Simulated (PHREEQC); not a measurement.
# Leach liquor: speciation

Consider water at 45 °C with 1.44 mmol/kgw H2SO4, 0.033 mmol/kgw FeSO4 and 1.7 mmol/kgw Na2SO4. Closed to the air; pH follows from the charge balance.

Model: Pitzer model, pitzer.dat, run in PHREEQC.

Precipitation was switched off in this run.

Problem. What pH, ionic strength, specific conductance does the model give?

Solution. pH 2.70; ionic strength 0.00827 mol/kgw; specific conductance 1910 µS/cm.

Problem. In which forms is S present?

Solution. SO4-2 80 %, HSO4- 20 % of the S.

Away from 25 °C the constants follow the database's enthalpies or fits; those with neither stay at their 25 °C values.
